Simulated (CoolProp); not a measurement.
A simple Rankine cycle with propyne: condensing at 289.15 K, boiler at 2.06 MPa, turbine inlet 364 K, turbine efficiency 0.7, pump efficiency 0.6, no recuperator. Each further row changes one setting.

Model: reference Helmholtz-energy equation of state, Polt 1992, in CoolProp. This equation is an older, rougher fit; its heat capacities, sound speeds and derivatives of the liquid may be far off and weren't checked against measurements.

```csv
case,thermal efficiency (%),net work (kJ/kg),heat in (kJ/kg),turbine exit temperature (K),volume ratio over the turbine
as stated,10.3,57.1,557,?,4.50
turbine inlet 384 K,10.6,63.6,602,?,4.42
condensing temperature 281.15 K,11.6,?,574,294.1,?
boiler pressure 1.44 MPa,8.4,48.6,?,320.0,3.09
turbine efficiency 0.6,8.7,48.3,557,307.3,4.60
```

Fill in the missing entries.


- as stated, turbine exit temperature (K): 302.2
- turbine inlet 384 K, turbine exit temperature (K): 324.8
- condensing temperature 281.15 K, net work (kJ/kg): 66.4
- condensing temperature 281.15 K, volume ratio over the turbine: 5.71
- boiler pressure 1.44 MPa, heat in (kJ/kg): 579
